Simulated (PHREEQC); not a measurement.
Consider water at 20 °C with 0.0025 mol H2SO4, 0.0066 mol CuSO4 and 0.0023 mol Fe2(SO4)3 per kg of water. Closed to the air; pH follows from the charge balance.

All values are PHREEQC results (ion-association model, phreeqc.dat), not measurements.

The pH is 2.48. The ionic strength comes out as 0.0316 mol/kgw and the total alkalinity comes out as -14.2 meq/kg.

```tsv
species	molality	activity	log γ
SO4-2	0.00808	0.00424	-0.280
Cu+2	0.00456	0.00247	-0.267
H+	0.00376	0.00328	-0.059
FeSO4+	0.00371	0.00316	-0.070
CuSO4	0.00204	0.00206	0.003
HSO4-	0.00143	0.00121	-0.072
```

Precipitation was switched off in this run. Saturation is exceeded, for instance for Hematite (slow to form), Goethite (slow to form); the values hold only as long as no solid forms. Complexes and solids missing from the database can't appear.
